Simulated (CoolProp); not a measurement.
Propyne along the isotherm 412.5 K: Z from the reference equation and from simpler models built on Tc = 402.7 K, pc = 56.58 bar, ω = 0.204; each cubic takes its own stable root.

The numbers come from the reference Helmholtz-energy equation of state, Polt 1992 in CoolProp. This equation is an older, rougher fit; its heat capacities, sound speeds and derivatives of the liquid may be far off and weren't checked against measurements.

```
p (bar)          phase  reference  Redlich-Kwong  Soave-Redlich-Kwong  Peng-Robinson
-------  -------------  ---------  -------------  -------------------  -------------
11.8               gas     0.9300         0.9308               0.9315         0.9239
23.6               gas     0.8531         0.8543               0.8559         0.8412
35.4               gas     0.7655         0.7669               0.7699         0.7488
47.1               gas     0.6593         0.6611               0.6668         0.6404
58.9     supercritical     0.5016         0.5036               0.5189         0.4902
70.7     supercritical     0.2640         0.3057               0.3202         0.2954
82.5     supercritical     0.2620         0.3074               0.3143         0.2865
94.3     supercritical     0.2804         0.3256               0.3308         0.3002
106      supercritical     0.3025         0.3476               0.3520         0.3187
118      supercritical     0.3264         0.3717               0.3756         0.3396
130      supercritical     0.3508         0.3963               0.4000         0.3612
141      supercritical     0.3734         0.4192               0.4227         0.3814
```
